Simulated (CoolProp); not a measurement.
Properties of ethylbenzene along the isotherm 346.85 °C.

Values from CoolProp's reference Helmholtz-energy equation of state, Zhou 2012.

```tsv
p (kPa)	phase	density (kg/m³)	conductivity (mW/(m K))	fugacity coefficient
2260	gas	63.22	47.0	0.7880
4530	supercritical	444.4	73.8	0.5541
6790	supercritical	503.4	77.9	0.4074
9060	supercritical	531.7	80.6	0.3341
11300	supercritical	551.1	82.8	0.2917
13600	supercritical	566.6	84.6	0.2638
15800	supercritical	578.9	86.1	0.2458
18100	supercritical	590.0	87.6	0.2326
```

Thermal conductivity comes from a separate model (Mylona 2014).
